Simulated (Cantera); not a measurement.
Feed: 1 mol CH₃OH, 0.4 mol H₂, equilibrated at 660000 Pa.

Equilibrium computed with Cantera from the NASA thermochemical tables; the gas is ideal and each condensed phase is pure. Candidate condensed phases: C, C₆H₆, C₇H₈, C₈H₁₈, H₂O; 110 gas species. Equilibrium is a limit: real reactors are often held back by kinetics, nucleation or transport.

### Question
At 2702 °C, list the 4 most abundant gas species with their mole fractions, and the condensed phases.

### Answer
H₂ 0.666, CO 0.287, H 0.0464, H₂O 0.000222. Condensed: gas only.
